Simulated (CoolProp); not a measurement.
A Linde-Hampson liquefier for dry air: isothermal reversible compression at 300 K from 1 atm to 15 MPa, throttling to 1 atm, return gas leaving the recuperator 10 K below the feed. Each further row changes one setting.

Values from CoolProp's reference Helmholtz-energy equation of state, Lemmon 2000. It is a pseudo-pure fit of the blend.

```tsv
case	liquid yield per pass	compression work (kJ/kg of gas)
as stated	0.043	429
high pressure 30 MPa	0.077	491
warm-end temperature 330 K	0.027	474
warm-end gap 15 K	0.032	429
```
